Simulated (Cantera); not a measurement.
A closed system holds: 1 mol SiH4, 0.39 mol NO, at 10000 Pa.

These are equilibrium values from Cantera (NASA tables, ideal gas, pure condensed phases), not measurements of a reactor. Candidate condensed phases: H2O, Si, SiO2, Si2N2O, Si3N4; 35 gas species. Mutual solubility and eutectic melting of coexisting phases are not modelled. The tables hold silica as quartz up to 1696 K and as liquid above; real silica turns to tridymite and cristobalite and melts near 1996 K. Gases not in the tables: Si2H6 and higher silanes. The numbers say what is thermodynamically allowed, not how fast it happens.

### Question
Which condensed phases are stable at each of these points (T (°C)): 575, 675, 775, 875, 975, 1075, 1175, 1275, 1375, 1475, 1575, 1675, 1775?

### Answer
```csv
T (°C),condensed phases,Si condensed (%)
575,Si(s) + SiO2(β-quartz) + Si2N2O(s),100.0
675,Si(s) + SiO2(β-quartz) + Si2N2O(s),100.0
775,Si(s) + SiO2(β-quartz) + Si2N2O(s),100.0
875,Si(s) + SiO2(β-quartz) + Si2N2O(s),100.0
975,Si(s) + SiO2(β-quartz) + Si2N2O(s),100.0
1075,Si(s) + SiO2(β-quartz) + Si2N2O(s),100.0
1175,Si(s) + SiO2(β-quartz) + Si2N2O(s),99.6
1275,Si(s) + SiO2(β-quartz) + Si2N2O(s),97.6
1375,Si(s) + SiO2(β-quartz) + Si2N2O(s),87.3
1475,Si(l) + Si2N2O(s),80.4
1575,Si(l) + Si2N2O(s),77.5
1675,Si(l),60.9
1775,Si(l),60.7
```

From 575 °C to 1375 °C the condensed part is Si(s) + SiO2(β-quartz) + Si2N2O(s). From 1475 °C to 1575 °C the condensed part is Si(l) + Si2N2O(s). From 1675 °C to 1775 °C the condensed part is Si(l).
